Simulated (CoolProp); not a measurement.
Vapour-liquid equilibrium of cyclopentane (1) + ethanol (2) at 1060 kPa; x and y are mole fractions of (1).

Computed with CoolProp (multi-fluid Helmholtz-energy mixture model, Gedanitz 2015 and Schroeder 2014; pair parameters Bell 2016).

Problem. Give the bubble temperature and the first vapour's composition at x = 0.2, 0.35, 0.8. Is there an azeotrope?

Solution. x = 0.2: 411.1 K, y = 0.431; x = 0.35: 403.5 K, y = 0.592; x = 0.8: 401.9 K, y = 0.679. y crosses x between x = 0.65 and 0.8: the model has an azeotrope there.

Pair parameters are fitted to limited data, so mixtures are less certain than the pure fluids. With so large a gap from Raoult's law the liquid may split in two, which this calculation doesn't test in full.
